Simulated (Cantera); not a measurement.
What does this Cantera script print?

```python
import numpy as np
import cantera as ct

gas = ct.Solution("h2o2.yaml")
gas.TPX = 975, 22000, {'H2': 1.7, 'O2': 1, 'N2': 5.5}
reactor = ct.IdealGasConstPressureReactor(gas, energy="off", clone=False)
net = ct.ReactorNet([reactor])
net.rtol, net.atol = 1e-08, 1e-18
show = ['H2', 'O2', 'H', 'H2O', 'H2O2', 'O']
times = np.geomspace(4e-05, 2, 15)

steps = ct.SolutionArray(gas, extra=["t"])
rows = []
print(f"{'t/s':>10s}{'T/K':>9s}{'P/Pa':>11s}" + "".join(f"{s:>11s}" for s in show))
for t in times:
    while net.time < t:
        t_next = net.step()
        steps.append(gas.state, t=t_next)
    rows.append([np.interp(t, steps.t, y) for y in (steps.T, steps.P, *steps(*show).X.T)])
    print(f"{t:10.3e}{rows[-1][0]:9.1f}{rows[-1][1]:11.4g}" + "".join(f"{x:11.3e}" for x in rows[-1][2:]))
rate = np.gradient(steps.T, steps.t)
print("integrator steps:", len(steps.t))
if steps.T.max() > steps.T[0] + 200:
    print(f"time of steepest temperature rise: {steps.t[rate.argmax()]:.4e} s")
gas.TPX = 975, 22000, {'H2': 1.7, 'O2': 1, 'N2': 5.5}
gas.equilibrate("TP")
print(f"equilibrium (TP): T = {gas.T:.1f} K  " + "  ".join(f"{s} {gas[s].X[0]:.3e}" for s in show))
```

Output:

```
       t/s      T/K       P/Pa         H2         O2          H        H2O       H2O2          O
 4.000e-05    975.0    2.2e+04  2.073e-01  1.220e-01  9.673e-11  3.408e-11  4.391e-14  9.013e-12
 8.664e-05    975.0    2.2e+04  2.073e-01  1.220e-01  3.273e-10  2.418e-10  2.276e-13  3.464e-11
 1.876e-04    975.0    2.2e+04  2.073e-01  1.220e-01  2.249e-09  2.684e-09  1.540e-12  2.483e-10
 4.064e-04    975.0    2.2e+04  2.073e-01  1.220e-01  9.614e-08  1.337e-07  4.498e-11  1.069e-08
 8.803e-04    975.0    2.2e+04  2.066e-01  1.216e-01  3.502e-04  5.615e-04  1.516e-07  3.855e-05
 1.907e-03    975.0    2.2e+04  1.429e-02  2.828e-02  6.282e-03  2.106e-01  1.564e-06  7.712e-04
 4.130e-03    975.0    2.2e+04  2.886e-03  2.179e-02  2.454e-04  2.278e-01  1.269e-06  9.073e-05
 8.944e-03    975.0    2.2e+04  1.127e-03  2.094e-02  2.759e-05  2.300e-01  9.481e-07  1.953e-05
 1.937e-02    975.0    2.2e+04  5.155e-04  2.065e-02  5.075e-06  2.307e-01  8.073e-07  5.145e-06
 4.196e-02    975.0    2.2e+04  2.531e-04  2.053e-02  1.010e-06  2.310e-01  6.572e-07  1.270e-06
 9.088e-02    975.0    2.2e+04  1.375e-04  2.047e-02  2.125e-07  2.311e-01  4.492e-07  2.960e-07
 1.968e-01    975.0    2.2e+04  8.074e-05  2.045e-02  5.554e-08  2.312e-01  2.322e-07  8.098e-08
 4.263e-01    975.0    2.2e+04  4.605e-05  2.043e-02  1.699e-08  2.312e-01  9.219e-08  2.563e-08
 9.234e-01    975.0    2.2e+04  2.382e-05  2.042e-02  4.921e-09  2.313e-01  2.903e-08  7.641e-09
 2.000e+00    975.0    2.2e+04  1.079e-05  2.041e-02  1.279e-09  2.313e-01  7.160e-09  2.045e-09
integrator steps: 1779
equilibrium (TP): T = 975.0 K  H2 1.414e-10  O2 2.041e-02  H 2.919e-14  H2O 2.313e-01  H2O2 3.143e-11  O 2.212e-11
```

Model: the H2/O2 subset of GRI-Mech 3.0, which has no nitrogen chemistry, integrated in Cantera. The temperature is held fixed by assumption; the heat of reaction is taken as removed at once.
